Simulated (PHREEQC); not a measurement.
1 kg of water holding 0.2 mol NaOH, 0.0046 mol NaCl and 0.04 mol Na2CO3 is evaporated at 25 °C; the solids stay in contact with the brine. CO2 is held at log p = -3.4 (atm). Only these solids could form: Halite, Nahcolite, Natron, Trona.

The numbers come from PHREEQC with the Pitzer model, pitzer.dat.

```json
[
 {"water left (kg)": "1.001", "ionic strength": "0.387", "water activity": "0.993", "Trona (mol)": "0"},
 {"water left (kg)": "0.8231", "ionic strength": "0.475", "water activity": "0.992", "Trona (mol)": "0"},
 {"water left (kg)": "0.6768", "ionic strength": "0.582", "water activity": "0.990", "Trona (mol)": "0"},
 {"water left (kg)": "0.4576", "ionic strength": "0.871", "water activity": "0.986", "Trona (mol)": "0"},
 {"water left (kg)": "0.3764", "ionic strength": "1.07", "water activity": "0.984", "Trona (mol)": "0"},
 {"water left (kg)": "0.3097", "ionic strength": "1.30", "water activity": "0.981", "Trona (mol)": "0"},
 {"water left (kg)": "0.2548", "ionic strength": "1.59", "water activity": "0.977", "Trona (mol)": "0"},
 {"water left (kg)": "0.2097", "ionic strength": "1.94", "water activity": "0.973", "Trona (mol)": "0"},
 {"water left (kg)": "0.1726", "ionic strength": "2.36", "water activity": "0.968", "Trona (mol)": "0"},
 {"water left (kg)": "0.1422", "ionic strength": "2.88", "water activity": "0.962", "Trona (mol)": "0"},
 {"water left (kg)": "0.09658", "ionic strength": "4.26", "water activity": "0.946", "Trona (mol)": "0"},
 {"water left (kg)": "0.07966", "ionic strength": "5.17", "water activity": "0.935", "Trona (mol)": "0"},
 {"water left (kg)": "0.06576", "ionic strength": "6.27", "water activity": "0.921", "Trona (mol)": "0"},
 {"water left (kg)": "0.05435", "ionic strength": "7.60", "water activity": "0.902", "Trona (mol)": "0"},
 {"water left (kg)": "0.04474", "ionic strength": "8.76", "water activity": "0.885", "Trona (mol)": "0.00488"},
 {"water left (kg)": "0.02935", "ionic strength": "8.71", "water activity": "0.884", "Trona (mol)": "0.0360"},
 {"water left (kg)": "0.02363", "ionic strength": "8.67", "water activity": "0.883", "Trona (mol)": "0.0476"},
 {"water left (kg)": "0.01894", "ionic strength": "8.63", "water activity": "0.882", "Trona (mol)": "0.0570"},
 {"water left (kg)": "0.01509", "ionic strength": "8.58", "water activity": "0.881", "Trona (mol)": "0.0648"}
]
```

Trona from water left = 0.04474 kg (pH 10.16).

Complexes and solids missing from the database can't appear.
